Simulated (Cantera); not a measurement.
Input (Python, Cantera) and output of one run.

```python
import numpy as np
import cantera as ct

gas_names = [...]  # 123 gases of nasa_gas.yaml made of C, H, O, Si
cond_names = """
    C(gr) C6H6(L) C7H8(L) C8H18(L),n-octa H2O(s) H2O(L) Si(cr) Si(L) SiC(b) SiO2(Lqz) SiO2(hqz) SiO2(L)
""".split()


# ... load() reads the species with a 1 bar reference pressure and builds the phases ...
atoms = {
    'SiH4': {'Si': 1, 'H': 4},
    'CO2': {'C': 1, 'O': 2},
    'H2': {'H': 2},
}
top_T = {'C(gr)': 4500, 'SiC(b)': 3050}  # K; cautious upper limits of use, not melting points


# ... equilibrate(T, P, feed) seeds the gas with the atoms and calls Mixture.equilibrate('TP', solver="vcs", rtol=1e-11, max_steps=5000) ...
results = []
feed = {'SiH4': 1, 'CO2': 1.5, 'H2': 9.2}  # mol
T = 1823.15  # K
P = 10000  # Pa
mix = equilibrate(T, P, feed)
results.append((T, P, feed, dict(zip(mix.species_names, mix.species_moles))))
x = sorted(zip(gas.X, gas.species_names), reverse=True)
print(f"T = {T:g} K  P = {P:g} Pa  gas = {mix.phase_moles(0):.4g} mol")
print("   x: " + "  ".join(f"{s} {v:.3e}" for v, s in x if v > 1e-05))
print("   condensed (mol): " + ("  ".join(f"{mix.phase(i).name} {mix.phase_moles(i):.4g}"
      for i in range(1, mix.n_phases) if mix.phase_moles(i) > 1e-12) or "none"))
```

It prints:

```
T = 1823.15 K  P = 10000 Pa  gas = 13.22 mol
   x: H2 8.459e-01  CO 1.135e-01  SiO 3.860e-02  H 1.262e-03  H2O 7.506e-04  CO2 2.574e-05
   condensed (mol): SiO2(L) 0.4897
```

Cantera equilibrium calculation (NASA polynomials, part measured and part estimated; ideal gas, pure solids and liquids). The tables hold silica as quartz up to 1696 K and as liquid above; real silica turns to tridymite and cristobalite and melts near 1996 K.
